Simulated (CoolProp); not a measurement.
o-xylene along the isobar 4170 kPa: Z from the reference equation and from simpler models built on Tc = 630.3 K, pc = 3737 kPa, ω = 0.312; each cubic takes its own stable root.

The numbers come from the reference Helmholtz-energy equation of state, Zhou 2012 in CoolProp.

```tsv
T (K)	phase	reference
405.6	liquid	0.1669
436.2	liquid	0.1611
466.8	liquid	0.1568
497.5	liquid	0.1541
528.1	liquid	0.1533
558.7	liquid	0.1549
589.4	liquid	0.1611
620	liquid	0.1810
```

Q: How far does each simpler model (van der Waals, Redlich-Kwong, Soave-Redlich-Kwong, Peng-Robinson) lie from the reference over these 8 states: mean and median of the absolute difference, and the worst?

A: 
- van der Waals: mean 65.4 %, median 66.5 %, worst +69.1 % at 405.6 K and 4170 kPa
- Redlich-Kwong: mean 21.0 %, median 20.0 %, worst +27.7 % at 620 K and 4170 kPa
- Soave-Redlich-Kwong: mean 16.0 %, median 14.3 %, worst +24.8 % at 620 K and 4170 kPa
- Peng-Robinson: mean 3.1 %, median 1.1 %, worst +12.0 % at 620 K and 4170 kPa
